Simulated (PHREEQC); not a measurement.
Consider water at 25 °C with 0.13 mol/kgw KOH, 0.25 mol/kgw K2SO4 and 0.017 mol/kgw H3BO3. Closed to the air; pH follows from the charge balance.

All values are PHREEQC results (ion-association model, phreeqc.dat), not measurements.

Precipitation was switched off in this run.

What pH does the model give?

pH 12.84.

In which forms is K present?

K+ 85 %, KSO4- 15 % of the K.

Complexes and solids missing from the database can't appear.
